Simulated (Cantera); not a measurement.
A closed system holds: 1 mol Fe(CO)5, 0.023 mol O2, 0.17 mol H2, at 1148 K and 240 Pa.

Cantera equilibrium calculation (NASA polynomials, part measured and part estimated; ideal gas, pure solids and liquids). Candidate condensed phases: C, C6H6, C7H8, C8H18, Fe, Fe(CO)5, FeO, Fe(OH)2, Fe(OH)3, Fe2O3, Fe3O4, H2O; 114 gas species. Rates play no part.

Base state: CO 0.959, H2 0.0325, CO2 0.00855, H2O 0.000343 (mole fractions); condensed: Fe(α).

Question: What changes in the equilibrium state with this change: Fe(CO)5 replaced by PbO?

Answer: 
| species | before | after |
|---|---|---|
| H2O | 0.000343 | 0.874 |
| Pb | 0 | 0.117 |
| PbO | 0 | 0.00903 |
| CO | 0.959 | 0 |
| H2 | 0.0325 | 0.000209 |
| CO2 | 0.00855 | 0 |
| Fe(α), mol | 1.00 | 0 |
| Pb(l), mol | 0 | 0.101 |
| PbO(yellow), mol | 0 | 0.874 |
Mutual solubility and eutectic melting of coexisting phases are not modelled. Further candidate phases: Pb, PbO, PbO2, Pb3O4.
